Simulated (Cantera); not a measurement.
What does this Cantera script print?

```python
import numpy as np
import cantera as ct

gas_names = [...]  # 49 gases of nasa_gas.yaml made of Cl, F, H, N, Si
cond_names = """
    NH4CL(a) NH4CL(b) Si(cr) Si(L) Si3N4(a)
""".split()


# ... load() reads the species with a 1 bar reference pressure and builds the phases ...
atoms = {
    'Si3N4': {'Si': 3, 'N': 4},
    'HF': {'H': 1, 'F': 1},
    'Cl2': {'CL': 2},
}
top_T = {'Si3N4(a)': 2400}  # K; cautious upper limits of use, not melting points


# ... equilibrate(T, P, feed) seeds the gas with the atoms and calls Mixture.equilibrate('TP', solver="vcs", rtol=1e-11, max_steps=5000) ...
results = []
feed = {'Si3N4': 1, 'HF': 1.8, 'Cl2': 0.52}  # mol
T = 1250  # K
P = 880  # Pa
mix = equilibrate(T, P, feed)
results.append((T, P, feed, dict(zip(mix.species_names, mix.species_moles))))
print(gas.report(threshold=0.001))
for i in range(1, mix.n_phases):
    print(f"{mix.phase(i).name:16s} {mix.phase_moles(i):12.5e} mol")
```

Result:

```
       temperature   1250 K
          pressure   880 Pa
           density   0.0038213 kg/m^3
  mean mol. weight   45.131 kg/kmol
   phase of matter   gas

                          1 kg             1 kmol
                     ---------------   ---------------
          enthalpy       -7.6454e+06       -3.4504e+08  J
   internal energy       -7.8757e+06       -3.5544e+08  J
           entropy            6996.2        3.1575e+05  J/K
    Gibbs function       -1.6391e+07       -7.3973e+08  J
 heat capacity c_p            1102.9             49773  J/K
 heat capacity c_v            918.63             41459  J/K

                      mass frac. Y      mole frac. X     chem. pot. / RT
                     ---------------   ---------------   ---------------
               HCL           0.28752           0.35592           -39.521
                HF         0.0010668         0.0024065           -60.256
                H2          0.010591           0.23709            -24.26
                N2           0.10045           0.16183           -32.024
             SiCL2          0.005862         0.0026727           -65.152
             SiCL3         0.0095122         0.0031933           -92.543
             SiCL4           0.10281          0.027312           -119.93
              SiF3         0.0048615         0.0025788           -154.75
              SiF4           0.47314           0.20517           -202.87
             SiHF3         0.0021797         0.0011427           -166.88
     [  +39 minor]         0.0020004        0.00068951

Si(cr)            0.00000e+00 mol
Si3N4(a)          8.25424e-01 mol
```

Method: chemical equilibrium by Gibbs-energy minimisation in Cantera with the NASA 1993 tables (ideal gas, pure condensed phases). The tables' values for SiCl3, SiF3, SiF2 are old estimates; treat these amounts as uncertain.
